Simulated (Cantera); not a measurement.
What does this Cantera script print?

```python
import numpy as np
import cantera as ct

gas = ct.Solution("gri30.yaml")
gas.TPX = 1550, 19000, {'C3H8': 1, 'H2': 5.4}
inlet = ct.Reservoir(gas, clone=True)

reactor = ct.IdealGasConstPressureReactor(gas, energy="off", clone=False)
exhaust = ct.Reservoir(gas, clone=True)
tau = [6.6, 2.7, 1.1, 0.47, 0.2, 0.081, 0.034, 0.014, 0.0058, 0.0024][0]
for a, b in ((inlet, reactor), (reactor, exhaust)):
    ct.MassFlowController(a, b, mdot=lambda t: reactor.mass / tau)
net = ct.ReactorNet([reactor])
show = ['C3H8', 'H2', 'C2H4', 'H', 'CH2', 'CH3', 'C2H6']

rows = []
print(f"{'tau/s':>10s}{'T/K':>9s}" + "".join(f"{s:>11s}" for s in show))
for tau in [6.6, 2.7, 1.1, 0.47, 0.2, 0.081, 0.034, 0.014, 0.0058, 0.0024]:
    net.initial_time = 0.0
    net.advance(30 * tau)
    before = gas.X
    net.advance(40 * tau)
    drift = np.max(np.abs(gas.X - before) / (gas.X + 1e-9))
    rows.append([gas.T, *gas[show].X, drift])
    print(f"{tau:10.3e}{gas.T:9.1f}" + "".join(f"{x:11.3e}" for x in gas[show].X))
```

It prints:

```
     tau/s      T/K       C3H8         H2       C2H4          H        CH2        CH3       C2H6
 6.600e+00   1550.0  3.618e-06  8.108e-01  3.960e-03  7.643e-05  6.757e-09  8.365e-05  8.849e-06
 2.700e+00   1550.0  8.443e-06  8.051e-01  4.059e-03  8.610e-05  1.025e-08  1.135e-04  1.426e-05
 1.100e+00   1550.0  1.925e-05  7.991e-01  4.350e-03  1.019e-04  1.676e-08  1.588e-04  2.418e-05
 4.700e-01   1550.0  4.095e-05  7.933e-01  4.952e-03  1.238e-04  2.792e-08  2.214e-04  4.030e-05
 2.000e-01   1550.0  8.561e-05  7.875e-01  6.121e-03  1.536e-04  4.751e-08  3.113e-04  6.701e-05
 8.100e-02   1550.0  1.837e-04  7.809e-01  8.437e-03  1.945e-04  8.337e-08  4.468e-04  1.132e-04
 3.400e-02   1550.0  3.784e-04  7.743e-01  1.246e-02  2.440e-04  1.411e-07  6.298e-04  1.842e-04
 1.400e-02   1550.0  7.869e-04  7.673e-01  1.952e-02  3.062e-04  2.367e-07  8.891e-04  2.976e-04
 5.800e-03   1550.0  1.625e-03  7.603e-01  3.080e-02  3.803e-04  3.870e-07  1.247e-03  4.724e-04
 2.400e-03   1550.0  3.361e-03  7.539e-01  4.693e-02  4.660e-04  6.225e-07  1.755e-03  7.479e-04
```

Detailed kinetics in Cantera: GRI-Mech 3.0 (53 species, 325 reactions). GRI-Mech 3.0 was tuned for natural gas; its chemistry of propane as a main component is partial and can be far from experiment. GRI-Mech 3.0 stops at C3 and has no aromatics, soot or wall deposition, so with more carbon than oxygen in the feed, carbon stays in small species such as C2H2 where larger ones or solid carbon would form.
